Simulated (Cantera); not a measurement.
Input: 1 mol Si3N4, 1.7 mol O2, 68 mol H2, 1 mol CO2, equilibrated at 33000 Pa.

Cantera equilibrium calculation (NASA polynomials, part measured and part estimated; ideal gas, pure solids and liquids). Candidate condensed phases: C, C6H6, C7H8, C8H18, H2O, Si, SiC, SiO2, Si2N2O, Si3N4; 151 gas species. Mutual solubility and eutectic melting of coexisting phases are not modelled. The tables hold silica as quartz up to 1696 K and as liquid above; real silica turns to tridymite and cristobalite and melts near 1996 K. Equilibrium is a limit: real reactors are often held back by kinetics, nucleation or transport.

Question: Which condensed phases are stable at each of these points (T (K)): 1173, 1223, 1273, 1323, 1373, 1423, 1473, 1523, 1573?

Answer: 
```tsv
T (K)	condensed phases	Si condensed (%)
1173	C(graphite) + SiO2(β-quartz) + Si2N2O(s)	100.0
1223	SiO2(β-quartz) + Si2N2O(s)	100.0
1273	SiO2(β-quartz) + Si2N2O(s)	100.0
1323	SiO2(β-quartz) + Si2N2O(s)	100.0
1373	SiO2(β-quartz) + Si2N2O(s)	100.0
1423	SiO2(β-quartz) + Si2N2O(s)	100.0
1473	SiO2(β-quartz) + Si2N2O(s)	100.0
1523	SiO2(β-quartz) + Si2N2O(s)	99.8
1573	SiO2(β-quartz) + Si2N2O(s)	99.5
```

At 1173 K the condensed part is C(graphite) + SiO2(β-quartz) + Si2N2O(s). From 1223 K to 1573 K the condensed part is SiO2(β-quartz) + Si2N2O(s).
